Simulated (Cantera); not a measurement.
A Cantera script and its output.

```python
import numpy as np
import cantera as ct

surf = ct.Interface("ptcombust.yaml", "Pt_surf")
gas = surf.adjacent["gas"]
gas.TPX = 300, 2200, {'CH4': 0.023, 'O2': 0.12, 'N2': 0.79}
jet = ct.ImpingingJet(gas=gas, width=0.03, surface=surf)
jet.inlet.mdot, jet.inlet.T, jet.inlet.X = 0.065, 300, {'CH4': 0.023, 'O2': 0.12, 'N2': 0.79}
jet.set_refine_criteria(ratio=10, slope=0.2, curve=0.3)
show, cover = ['CH4', 'O2', 'H2O', 'OH', 'CO', 'CO2'], ["PT(S)", "H(S)", "O(S)", "OH(S)", "CO(S)", "C(S)"]

rows = []
print(f"{'Ts/K':>7s}" + "".join(f"{s:>11s}" for s in show + cover) + "   (gas at the wall, coverages)")
for i, Ts in enumerate([900, 950, 1000, 1050, 1100, 1150]):
    jet.surface.T = Ts
    if i == 0:
        surf.TP = Ts, 2200
        surf.coverages = "PT(S):0.5, O(S):0.5"
        surf.advance_coverages(1.0)
        jet.set_initial_guess(products="inlet")
    jet.solve(loglevel=0, auto=(i == 0))
    rows.append([*(jet.X[gas.species_index(s), -1] for s in show), *surf[cover].coverages])
    print(f"{Ts:7g}" + "".join(f"{x:11.3e}" for x in rows[-1]))
```

Output:

```
   Ts/K        CH4         O2        H2O         OH         CO        CO2      PT(S)       H(S)       O(S)      OH(S)      CO(S)       C(S)   (gas at the wall, coverages)
    900  2.088e-02  1.206e-01  7.058e-03  2.873e-08  9.330e-06  4.589e-03  2.701e-01  3.390e-08  7.295e-01  3.745e-04  5.187e-06  1.848e-08
    950  1.885e-02  1.163e-01  1.084e-02  9.824e-08  1.179e-05  7.059e-03  3.455e-01  8.544e-08  6.541e-01  4.049e-04  4.281e-06  2.052e-08
   1000  1.676e-02  1.118e-01  1.471e-02  2.845e-07  1.442e-05  9.596e-03  4.213e-01  1.847e-07  5.783e-01  4.071e-04  3.408e-06  2.133e-08
   1050  1.482e-02  1.077e-01  1.827e-02  7.196e-07  1.731e-05  1.194e-02  4.952e-01  3.554e-07  5.044e-01  3.887e-04  2.680e-06  2.136e-08
   1100  1.314e-02  1.042e-01  2.135e-02  1.627e-06  2.069e-05  1.396e-02  5.657e-01  6.267e-07  4.340e-01  3.575e-04  2.121e-06  2.105e-08
   1150  1.175e-02  1.012e-01  2.386e-02  3.351e-06  2.485e-05  1.562e-02  6.311e-01  1.032e-06  3.685e-01  3.201e-04  1.706e-06  2.069e-08
```

Computed with Cantera and Deutschmann's 1995 Pt surface mechanism with GRI-Mech 3.0 gas chemistry. Catalytic surfaces can have several steady states; this one follows from the mechanism file's or the stated starting coverage.
